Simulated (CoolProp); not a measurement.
Values from CoolProp's reference Helmholtz-energy equation of state, Beckmüller 2019.

Problem. Give the vapour pressure (MPa), enthalpy of vaporisation (kJ/kg), liquid cp (kJ/(kg K)), vapour Z of saturated n-octane at 418.3 K.

Solution. 
```tsv
T (K)	p (MPa)	enthalpy of vaporisation (kJ/kg)	liquid cp (kJ/(kg K))	vapour Z
418.3	0.169	288	2.74	0.920
```
